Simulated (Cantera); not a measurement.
Mixture: 45.7 % H2, 11.4 % O2, 42.9 % N2, equivalence ratio 2.0, at 1.01 bar, adiabatic and at constant pressure. Ignition delay is the time to a rise of 400 K.

Cantera simulation using the H2/O2 subset of GRI-Mech 3.0, which has no nitrogen chemistry; the numbers are that mechanism's predictions, not measurements. Where the delays flatten at high temperature, the 400 K rule measures the pace of heat release, not the induction time.

Q: Predict: delay at 1150 K; delay at 1300 K; delay at 1450 K; delay at 1600 K; delay at 1750 K.

A: 
```json
{
  "delay at 1150 K": "70.4 µs",
  "delay at 1300 K": "32.8 µs",
  "delay at 1450 K": "21.0 µs",
  "delay at 1600 K": "16.9 µs",
  "delay at 1750 K": "16.2 µs"
}
```
